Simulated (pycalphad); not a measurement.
An equivalent pycalphad script:

```python
from pycalphad import Database, equilibrium, calculate, variables as v
import numpy as np
db = Database('COST507.tdb')
comps = ['SI', 'AL', 'VA']
phases = ['DIAMOND_A4', 'FCC_A1', 'LIQUID']
eq = equilibrium(db, comps, phases, {v.X('AL'): 0.0867, v.T: np.arange(1850, 499, -40), v.P: 101325, v.N: 1}, output=['HM', 'SM'])
```

Computed with pycalphad from the COST 507 light-alloy database (1999), at 1 atm. The data set is of 1999 and partly superseded. Phase fractions are per mole of atoms.

Results at three of the temperatures:

```
T = 1850.00 K, P = 101325 Pa, N = 1 mol of atoms
G = -91460 J/mol, H = 87300 J/mol, S = 96.63 J/(mol K)  (SER reference)
chemical potentials (J/mol): Si -84756, Al -162078
phase             fraction      x(Si)      x(Al)
LIQUID              1.0000     0.9133     0.0867
```

```
T = 1370.00 K, P = 101325 Pa, N = 1 mol of atoms
G = -52593 J/mol, H = 32867 J/mol, S = 62.38 J/(mol K)  (SER reference)
chemical potentials (J/mol): Si -49538, Al -84778
phase             fraction      x(Si)      x(Al)
DIAMOND_A4          0.8140     0.9999    8.3e-05
LIQUID              0.1860     0.5343     0.4657
```

```
T = 1290.00 K, P = 101325 Pa, N = 1 mol of atoms
G = -47711 J/mol, H = 29333 J/mol, S = 59.72 J/(mol K)  (SER reference)
chemical potentials (J/mol): Si -45135, Al -74839
phase             fraction      x(Si)      x(Al)
DIAMOND_A4          0.8404     0.9999   6.03e-05
LIQUID              0.1596     0.4569     0.5431
```

Changes of the phase set, refined by bisection:

```csv
T (K),phases above,phases below
1645.0,LIQUID,DIAMOND_A4 + LIQUID
850.1,DIAMOND_A4 + LIQUID,DIAMOND_A4 + FCC_A1
```

FCC_A1 is fcc; DIAMOND_A4 is diamond (Si).
